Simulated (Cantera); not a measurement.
A perfectly stirred reactor is fed with 29.5 % H2, 14.7 % O2, 55.4 % N2, 0.412 % NO, at 1.00 atm; it is adiabatic with a 475 K inlet, and is followed from long to short residence time, starting on the burning branch (τ in s: 0.07, 0.034, 0.016, 0.0077, 0.0037, 0.0018, 0.00085, 0.00041, 0.00019, 9.3e-05, 4.5e-05, 2.1e-05, 1e-05).

Computed with Cantera and GRI-Mech 3.0 (53 species, 325 reactions). The mechanism lacks 2 NO + O2 → 2 NO2 and HONO, so NO2 and the effect of NO are under-described below about 1400 K.

x: mole fraction; the columns are a selection and need not sum to one.

```
τ (s)    T (K)        x H2        x O2     x NO         x O       x HO2    x N2O
-------  -----  ----------  ----------  -------  ----------  ----------  -------
0.070     2465      0.0193     0.00774  0.00388     0.00115     2.00e-6  1.87e-7
0.034     2459      0.0199     0.00794  0.00398     0.00121     2.06e-6  1.84e-7
0.016     2445      0.0211     0.00837  0.00413  (withheld)     2.18e-6  1.78e-7
0.0077    2421      0.0230     0.00916  0.00428     0.00161     2.42e-6  1.67e-7
0.0037    2380      0.0262      0.0105  0.00440     0.00210     2.87e-6  1.50e-7
0.0018    2318      0.0304      0.0125  0.00449     0.00294     3.68e-6  1.31e-7
0.00085   2229      0.0356      0.0152  0.00455     0.00427     5.14e-6  1.17e-7
0.00041   2120  (withheld)  (withheld)  0.00457  (withheld)  (withheld)  1.10e-7
0.00019   1983      0.0459      0.0221  0.00456     0.00821     1.10e-5  1.10e-7
9.3e-5    1841      0.0500      0.0262  0.00453      0.0102     1.57e-5  1.14e-7
4.5e-5    1685      0.0549      0.0315  0.00447      0.0117     2.27e-5  1.23e-7
2.1e-5    1507      0.0673      0.0411  0.00440      0.0116     3.59e-5  1.45e-7
1.0e-5     475       0.295       0.147  0.00412      <1e-12      <1e-12   <1e-12
```

**Question.** Some entries are withheld; supply them.

**Answer.** 
- 0.016, x O: 0.00135
- 0.00041, x H2: 0.0409
- 0.00041, x O2: 0.0183
- 0.00041, x O: 0.00603
- 0.00041, x HO2: 7.42e-6
